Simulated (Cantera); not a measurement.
What does this Cantera script print?

```python
import numpy as np
import cantera as ct

gas = ct.Solution("gri30.yaml")
gas.TPX = 1425, 1800000, {'C3H8': 1, 'O2': 3.85, 'N2': 14.5}
reactor = ct.IdealGasConstPressureReactor(gas, energy="on", clone=False)
net = ct.ReactorNet([reactor])
net.rtol, net.atol = 1e-08, 1e-16
show = ['C3H8', 'O2', 'CH2', 'H2', 'CH4', 'OH', 'CH2O']
times = np.geomspace(1e-06, 3, 15)

steps = ct.SolutionArray(gas, extra=["t"])
rows = []
print(f"{'t/s':>10s}{'T/K':>9s}{'P/Pa':>11s}" + "".join(f"{s:>11s}" for s in show))
for t in times:
    while net.time < t:
        t_next = net.step()
        steps.append(gas.state, t=t_next)
    rows.append([np.interp(t, steps.t, y) for y in (steps.T, steps.P, *steps(*show).X.T)])
    print(f"{t:10.3e}{rows[-1][0]:9.1f}{rows[-1][1]:11.4g}" + "".join(f"{x:11.3e}" for x in rows[-1][2:]))
rate = np.gradient(steps.T, steps.t)
print("integrator steps:", len(steps.t))
if steps.T.max() > steps.T[0] + 200:
    print(f"time of steepest temperature rise: {steps.t[rate.argmax()]:.4e} s")
gas.TPX = 1425, 1800000, {'C3H8': 1, 'O2': 3.85, 'N2': 14.5}
gas.equilibrate("HP")
print(f"equilibrium (HP): T = {gas.T:.1f} K  " + "  ".join(f"{s} {gas[s].X[0]:.3e}" for s in show))
```

Output:

```
       t/s      T/K       P/Pa       C3H8         O2        CH2         H2        CH4         OH       CH2O
 1.000e-06   1424.3    1.8e+06  5.154e-02  1.989e-01  5.855e-10  1.874e-05  9.317e-06  5.642e-07  1.225e-05
 2.902e-06   1423.7    1.8e+06  5.094e-02  1.985e-01  4.878e-09  1.201e-04  8.445e-05  1.850e-06  1.676e-04
 8.420e-06   1424.9    1.8e+06  4.854e-02  1.972e-01  7.535e-09  5.658e-04  4.735e-04  2.420e-06  8.354e-04
 2.443e-05   1441.4    1.8e+06  3.784e-02  1.893e-01  3.104e-08  3.145e-03  2.359e-03  8.009e-06  3.529e-03
 7.089e-05   2939.9    1.8e+06  3.233e-34  1.761e-03  3.497e-12  3.026e-02  3.460e-12  8.289e-03  1.822e-08
 2.057e-04   2930.7    1.8e+06  4.049e-34  1.582e-03  3.541e-12  3.085e-02  3.796e-12  7.896e-03  1.871e-08
 5.969e-04   2928.8    1.8e+06  4.231e-34  1.548e-03  3.549e-12  3.097e-02  3.865e-12  7.820e-03  1.881e-08
 1.732e-03   2928.8    1.8e+06  4.231e-34  1.548e-03  3.549e-12  3.097e-02  3.865e-12  7.820e-03  1.881e-08
 5.026e-03   2928.8    1.8e+06  4.231e-34  1.548e-03  3.549e-12  3.097e-02  3.865e-12  7.820e-03  1.881e-08
 1.458e-02   2928.8    1.8e+06  4.231e-34  1.548e-03  3.549e-12  3.097e-02  3.865e-12  7.820e-03  1.881e-08
 4.232e-02   2928.8    1.8e+06  4.231e-34  1.548e-03  3.549e-12  3.097e-02  3.865e-12  7.820e-03  1.881e-08
 1.228e-01   2928.8    1.8e+06  4.231e-34  1.548e-03  3.549e-12  3.097e-02  3.865e-12  7.820e-03  1.881e-08
 3.563e-01   2928.8    1.8e+06  4.231e-34  1.548e-03  3.549e-12  3.097e-02  3.865e-12  7.820e-03  1.881e-08
 1.034e+00   2928.8    1.8e+06  4.231e-34  1.548e-03  3.549e-12  3.097e-02  3.865e-12  7.820e-03  1.881e-08
 3.000e+00   2928.8    1.8e+06  4.231e-34  1.548e-03  3.549e-12  3.097e-02  3.865e-12  7.820e-03  1.881e-08
integrator steps: 1932
time of steepest temperature rise: 3.5973e-05 s
equilibrium (HP): T = 2928.8 K  C3H8 5.809e-34  O2 1.548e-03  CH2 3.793e-12  H2 3.097e-02  CH4 4.519e-12  OH 7.820e-03  CH2O 1.881e-08
```

Detailed kinetics in Cantera: GRI-Mech 3.0 (53 species, 325 reactions). GRI-Mech 3.0 was tuned for natural gas; its chemistry of propane as a main component is partial and can be far from experiment. The pressure lies above the range GRI-Mech 3.0 was tuned for (to about 10 atm).
